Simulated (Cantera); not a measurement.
Charge: 1 mol B2O3, 2.1 mol F2, at 1375 K and 0.140 bar.

Method: chemical equilibrium by Gibbs-energy minimisation in Cantera with the NASA 1993 tables (ideal gas, pure condensed phases). Candidate condensed phases: B, B2O3; 21 gas species. Equilibrium is a limit: real reactors are often held back by kinetics, nucleation or transport.

Base state: BF3 0.461, O2 0.411, B3O3F3 0.0664, BOF 0.0620, BOF2 0.000323 (mole fractions); condensed: B2O3(l).

Question: What changes in the equilibrium state with this change: temperature from 1375 K to 1875 K?

Answer: 
| species | before | after |
|---|---|---|
| BF3 | 0.461 | 0.360 |
| O2 | 0.411 | 0.344 |
| BOF | 0.0620 | 0.294 |
| B3O3F3 | 0.0664 | 2.38e-5 |
| F | 8.61e-8 | 0.000122 |
| BF2 | 1.00e-8 | 1.26e-5 |
| O | 1.09e-6 | 0.000377 |
| B2O3(l), mol | 0.0774 | 0 |
The tables' values for BF2 are old estimates; treat these amounts as uncertain.
